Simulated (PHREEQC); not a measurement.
## Buffer (model solution)

Consider water at 30 °C with 0.2 mol/kgw HF and 0.0042 mol/kgw NH3. It is in equilibrium with CO2 at log p = -3.5 (atm). Otherwise closed; pH follows from the charge balance.

All values are PHREEQC results (ion-association model, phreeqc.dat), not measurements.

Each row changes one thing in this solution. No solid was allowed to form.

```json
[
 {"case": "as made", "pH": "1.93", "ionic strength (mol/kgw)": "0.0175", "HCO3- (mol/kgw)": "4.22e-10", "NH3 (mol/kgw)": "2.46e-10"},
 {"case": "temperature from 30 to 35 °C", "pH": "1.94", "ionic strength (mol/kgw)": "0.0169", "HCO3- (mol/kgw)": "4.07e-10", "NH3 (mol/kgw)": "…"},
 {"case": "HF left out", "pH": "8.76", "ionic strength (mol/kgw)": "0.00302", "HCO3- (mol/kgw)": "0.00272", "NH3 (mol/kgw)": "0.00128"},
 {"case": "HF replaced by HBF4 at the same molality", "pH": "0.82", "ionic strength (mol/kgw)": "0.196", "HCO3- (mol/kgw)": "3.86e-11", "NH3 (mol/kgw)": "…"},
 {"case": "diluted 100-fold with water", "pH": "3.09", "ionic strength (mol/kgw)": "…", "HCO3- (mol/kgw)": "5.68e-9", "NH3 (mol/kgw)": "4.05e-11"}
]
```

Question: Complete the blanks.

Answer: 
- temperature from 30 to 35 °C, NH3 (mol/kgw): 3.60e-10
- HF replaced by HBF4 at the same molality, NH3 (mol/kgw): 1.44e-11
- diluted 100-fold with water, ionic strength (mol/kgw): 0.000877

Real BF4- forms and hydrolyses slowly; the run takes it at equilibrium.
